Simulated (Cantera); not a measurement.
An adiabatic, constant-volume homogeneous reactor starts with H2 : O2 : N2 = 1 : 1.19 : 4.48 (molar parts), at 1175 K and 0.987 atm. Integrator tolerance rtol = 1e-08.

Computed with Cantera and the H2/O2 subset of GRI-Mech 3.0, which has no nitrogen chemistry.

### Question
How do the results move with these cheaper or finer settings: full GRI-Mech 3.0 in place of its H2/O2 subset?

### Answer
```csv
setting,time of steepest temperature rise,temperature at 1.00 s,equilibrium temperature,x(H2) at 1.00 s,integrator steps
as above,56.2 µs,2420 K,2420 K,0.00136,1100
full GRI-Mech 3.0 in place of its H2/O2 subset,56.2 µs,2393 K,2393 K,0.00123,1374
```
